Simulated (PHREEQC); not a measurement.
Consider water at 35 °C with 10 mmol/kgw KH2PO4 and 110 mmol/kgw H2SO4. Closed to the air; pH follows from the charge balance.

Computed with PHREEQC (ion-association model, wateq4f.dat).

```tsv
quantity	before	after
pH	1.02	0.99
ionic strength (mol/kgw)	0.147	0.160
HSO4- (mol/kgw)	0.0915	0.0850
SO4-2 (mol/kgw)	0.0181	0.0245
```

Task: What was changed between the two runs?
(A) KH2PO4 left out
(B) diluted 2-fold with water
(C) KH2PO4 from 0.01 to 0.009 mol/kgw
(D) temperature from 35 to 75 °C
(E) temperature from 35 to 15 °C

Result: E, temperature from 35 to 15 °C

This is a speciation only: nothing precipitates in the calculation. H3PO4, which wateq4f.dat lacks, is added to it with the constant of phreeqc.dat.
